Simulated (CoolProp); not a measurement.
Vapour-liquid equilibrium of fluoroethane (R161) (1) + R1234yf (2) at 0.238 bar; x and y are mole fractions of (1).

Values from CoolProp's multi-fluid Helmholtz-energy mixture model, Wu 2012 and Lemmon 2022; pair parameters Bell 2016.

```json
[
 {"x": "0.05", "bubble temperature (K)": "214.6", "y at the bubble point": "0.084", "dew temperature at overall composition x (K)": "214.8", "liquid density (mol/L)": "11.97"},
 {"x": "0.125", "bubble temperature (K)": "213.7", "y at the bubble point": "0.197", "dew temperature at overall composition x (K)": "214.3", "liquid density (mol/L)": "12.31"},
 {"x": "0.2", "bubble temperature (K)": "212.9", "y at the bubble point": "0.298", "dew temperature at overall composition x (K)": "213.7", "liquid density (mol/L)": "12.67"},
 {"x": "0.275", "bubble temperature (K)": "212.2", "y at the bubble point": "0.387", "dew temperature at overall composition x (K)": "213.1", "liquid density (mol/L)": "13.05"},
 {"x": "0.35", "bubble temperature (K)": "211.6", "y at the bubble point": "0.467", "dew temperature at overall composition x (K)": "212.5", "liquid density (mol/L)": "13.44"},
 {"x": "0.425", "bubble temperature (K)": "211.0", "y at the bubble point": "0.540", "dew temperature at overall composition x (K)": "211.9", "liquid density (mol/L)": "13.85"},
 {"x": "0.5", "bubble temperature (K)": "210.5", "y at the bubble point": "0.607", "dew temperature at overall composition x (K)": "211.3", "liquid density (mol/L)": "14.28"},
 {"x": "0.575", "bubble temperature (K)": "210.0", "y at the bubble point": "0.669", "dew temperature at overall composition x (K)": "210.7", "liquid density (mol/L)": "14.73"},
 {"x": "0.65", "bubble temperature (K)": "209.6", "y at the bubble point": "0.728", "dew temperature at overall composition x (K)": "210.2", "liquid density (mol/L)": "15.20"},
 {"x": "0.725", "bubble temperature (K)": "209.2", "y at the bubble point": "0.786", "dew temperature at overall composition x (K)": "209.6", "liquid density (mol/L)": "15.70"},
 {"x": "0.8", "bubble temperature (K)": "208.9", "y at the bubble point": "0.843", "dew temperature at overall composition x (K)": "209.2", "liquid density (mol/L)": "16.23"},
 {"x": "0.875", "bubble temperature (K)": "208.6", "y at the bubble point": "0.900", "dew temperature at overall composition x (K)": "208.8", "liquid density (mol/L)": "16.79"},
 {"x": "0.95", "bubble temperature (K)": "208.4", "y at the bubble point": "0.959", "dew temperature at overall composition x (K)": "208.4", "liquid density (mol/L)": "17.38"}
]
```

No azeotrope shows between x = 0.05 and 0.95.

Pair parameters are fitted to limited data, so mixtures are less certain than the pure fluids.
